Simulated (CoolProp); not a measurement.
Vapour-liquid equilibrium of R125 (1) + R1234yf (2) at 0.0129 MPa; x and y are mole fractions of (1).

Model: multi-fluid Helmholtz-energy mixture model, Lemmon 2005 and Lemmon 2022; pair parameters Bell 2023, in CoolProp.

| x | bubble temperature (°C) | y at the bubble point | dew temperature at overall composition x (°C) | liquid density (mol/L) |
|---|---|---|---|---|
| 0.05 | -69.0 | 0.126 | -68.3 | 12.05 |
| 0.2 | -72.3 | 0.407 | -69.8 | 12.28 |
| 0.35 | -74.9 | 0.598 | -71.6 | 12.51 |
| 0.5 | -77.1 | 0.735 | -73.5 | 12.74 |
| 0.65 | -79.0 | 0.837 | -75.7 | 12.98 |
| 0.8 | -80.6 | 0.917 | -78.3 | 13.23 |
| 0.95 | -82.1 | 0.981 | -81.3 | 13.50 |

No azeotrope shows between x = 0.05 and 0.95.

The pair parameters rest on a limited set of measurements; away from them the model extrapolates.
